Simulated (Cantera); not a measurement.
Feed: 1 mol TEOS, 1 mol H2O, 2.4 mol H2, at 19000 Pa.

Method: chemical equilibrium by Gibbs-energy minimisation in Cantera with the NASA 1993 tables (ideal gas, pure condensed phases). Candidate condensed phases: C, C6H6, C7H8, C8H18, H2O, Si, SiC, SiO2; 123 gas species. The feed counts by its element totals alone. Rates play no part.

At 1823 K, list the 5 most abundant gas species with their mole fractions, and the condensed phases.

H2 0.727, CO 0.270, SiO 0.00160, H 0.000848, C2H2 (acetylene) 0.000154. Condensed: C(graphite) + SiC(s).
